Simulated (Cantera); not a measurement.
Charge: 1 mol CO2, a varied amount of SO2, 0.95 mol H2, held at 1900 K and 17.3 Torr.

Method: chemical equilibrium by Gibbs-energy minimisation in Cantera with the NASA 1993 tables (ideal gas, pure condensed phases). Candidate condensed phases: C, C6H6, C7H8, C8H18, H2O, H2SO4, S; 123 gas species. Rates play no part.

x: gas mole fraction; nothing condenses.

```tsv
n(SO2) (mol)	x H2O	x CO	x CO2	x H2	x SO2	x SO
0.016	0.333	0.331	0.177	0.148	0.00633	0.00124
0.02	0.333	0.330	0.177	0.148	0.00787	0.00153
0.025	0.332	0.329	0.177	0.147	0.00978	0.00190
0.031	0.332	0.327	0.177	0.146	[?]	[?]
0.038	0.331	0.326	0.177	0.145	0.0147	0.00281
0.048	0.331	0.323	0.177	0.143	0.0183	0.00349
0.059	0.330	0.320	0.178	0.141	0.0223	0.00420
0.073	0.329	0.317	0.178	0.139	0.0273	0.00507
0.09	0.328	0.312	0.178	0.136	0.0333	0.00608
0.11	0.327	0.307	0.179	0.133	0.0402	0.00720
0.14	0.325	0.300	0.180	0.129	[?]	[?]
0.17	0.323	0.293	0.180	0.125	0.0603	0.0102
```

Problem. What belongs in the gaps?

Solution. 
- 0.14, x SO2: 0.0503
- 0.14, x SO: 0.00877
- 0.031, x SO2: 0.0121
- 0.031, x SO: 0.00232
